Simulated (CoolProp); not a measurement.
Values from CoolProp's reference Helmholtz-energy equation of state, Fiedler 2023.

Task: Give the vapour pressure (MPa), liquid cp (kJ/(kg K)), vapour Z of saturated tetrahydrofuran at 175.15, 181.05 °C.

Result: 
```tsv
T (°C)	p (MPa)	liquid cp (kJ/(kg K))	vapour Z
175.15	1.34	2.44	0.813
181.05	1.49	2.48	0.798
```
